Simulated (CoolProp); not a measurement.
Vapour-liquid equilibrium of CHF3 (R23) (1) + propylene (2) at 0.0576 MPa; x and y are mole fractions of (1).

Model: multi-fluid Helmholtz-energy mixture model, Penoncello 2003 and Lemmon 2013; pair parameters Bell 2016, in CoolProp.

Task: Give the bubble temperature and the first vapour's composition at x = 0.45, 0.85, 0.95. Is there an azeotrope?

Result: x = 0.45: 183.3 K, y = 0.881; x = 0.85: 182.2 K, y = 0.915; x = 0.95: 181.9 K, y = 0.958. No azeotrope shows between x = 0.05 and 0.95.

The pair parameters rest on a limited set of measurements; away from them the model extrapolates. With so large a gap from Raoult's law the liquid may split in two, which this calculation doesn't test in full.
